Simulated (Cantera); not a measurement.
Cantera run, input and output.

```python
import numpy as np
import cantera as ct

gas = ct.Solution("h2o2.yaml")
gas.TPX = 1125, 35000, {'H2': 0.42, 'O2': 1, 'N2': 4.8}
reactor = ct.IdealGasConstPressureReactor(gas, energy="off", clone=False)
net = ct.ReactorNet([reactor])
net.rtol, net.atol = 1e-08, 1e-18
show = ['H2', 'O2', 'H2O2', 'HO2', 'O', 'H']
times = np.geomspace(6e-06, 2, 11)

steps = ct.SolutionArray(gas, extra=["t"])
rows = []
print(f"{'t/s':>10s}{'T/K':>9s}{'P/Pa':>11s}" + "".join(f"{s:>11s}" for s in show))
for t in times:
    while net.time < t:
        t_next = net.step()
        steps.append(gas.state, t=t_next)
    rows.append([np.interp(t, steps.t, y) for y in (steps.T, steps.P, *steps(*show).X.T)])
    print(f"{t:10.3e}{rows[-1][0]:9.1f}{rows[-1][1]:11.4g}" + "".join(f"{x:11.3e}" for x in rows[-1][2:]))
rate = np.gradient(steps.T, steps.t)
print("integrator steps:", len(steps.t))
if steps.T.max() > steps.T[0] + 200:
    print(f"time of steepest temperature rise: {steps.t[rate.argmax()]:.4e} s")
gas.TPX = 1125, 35000, {'H2': 0.42, 'O2': 1, 'N2': 4.8}
gas.equilibrate("TP")
print(f"equilibrium (TP): T = {gas.T:.1f} K  " + "  ".join(f"{s} {gas[s].X[0]:.3e}" for s in show))
```

It prints:

```
       t/s      T/K       P/Pa         H2         O2       H2O2        HO2          O          H
 6.000e-06   1125.0    3.5e+04  6.752e-02  1.608e-01  7.544e-14  3.546e-10  5.572e-11  3.220e-10
 2.140e-05   1125.0    3.5e+04  6.752e-02  1.608e-01  1.007e-12  1.373e-09  5.885e-10  1.666e-09
 7.634e-05   1125.0    3.5e+04  6.752e-02  1.608e-01  2.220e-11  1.453e-08  2.894e-08  6.901e-08
 2.723e-04   1125.0    3.5e+04  4.549e-02  1.500e-01  1.544e-06  2.722e-05  3.564e-03  9.010e-03
 9.712e-04   1125.0    3.5e+04  4.828e-04  1.313e-01  1.770e-06  1.609e-05  4.059e-04  1.108e-04
 3.464e-03   1125.0    3.5e+04  4.233e-05  1.314e-01  4.677e-07  2.824e-06  2.578e-05  1.721e-06
 1.236e-02   1125.0    3.5e+04  3.299e-06  1.314e-01  1.036e-07  3.825e-07  2.898e-06  6.378e-08
 4.407e-02   1125.0    3.5e+04  2.154e-07  1.314e-01  2.277e-08  6.029e-08  4.725e-07  3.846e-09
 1.572e-01   1125.0    3.5e+04  2.898e-08  1.314e-01  5.624e-09  1.328e-08  1.033e-07  3.817e-10
 5.607e-01   1125.0    3.5e+04  6.585e-09  1.314e-01  1.525e-09  4.000e-09  2.637e-08  4.918e-11
 2.000e+00   1125.0    3.5e+04  1.846e-09  1.314e-01  4.523e-10  2.290e-09  7.554e-09  7.789e-12
integrator steps: 1530
equilibrium (TP): T = 1125.0 K  H2 7.905e-10  O2 1.314e-01  H2O2 1.756e-10  HO2 2.493e-09  O 2.847e-09  H 2.126e-12
```

Cantera simulation using the H2/O2 subset of GRI-Mech 3.0, which has no nitrogen chemistry; the numbers are that mechanism's predictions, not measurements. The temperature is held fixed by assumption; the heat of reaction is taken as removed at once.
